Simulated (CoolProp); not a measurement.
R123 along the isobar 1.01 bar: density (kg/m³) from the reference equation and from simpler models built on Tc = 456.8 K, pc = 36.62 bar, ω = 0.282; each cubic takes its own stable root.

The numbers come from the reference Helmholtz-energy equation of state, Younglove 1994 in CoolProp. It is a modified Benedict-Webb-Rubin equation, recast in Helmholtz form.

| T (K) | phase | reference | van der Waals | Soave-Redlich-Kwong | Peng-Robinson |
|---|---|---|---|---|---|
| 297.2 | liquid | 1466 | 6.396 | 1333 | 1506 |
| 309.3 | gas | 6.248 | 6.133 | 6.205 | 6.214 |
| 321.4 | gas | 5.981 | 5.892 | 5.950 | 5.959 |
| 333.6 | gas | 5.737 | 5.667 | 5.715 | 5.723 |
| 345.7 | gas | 5.516 | 5.461 | 5.501 | 5.508 |
| 357.8 | gas | 5.313 | 5.270 | 5.302 | 5.309 |
| 369.9 | gas | 5.126 | 5.092 | 5.118 | 5.125 |
| 382 | gas | 4.952 | 4.926 | 4.947 | 4.953 |
| 394.1 | gas | 4.791 | 4.770 | 4.787 | 4.793 |

At some of these states van der Waals gives the other phase, because its saturation line lies elsewhere.
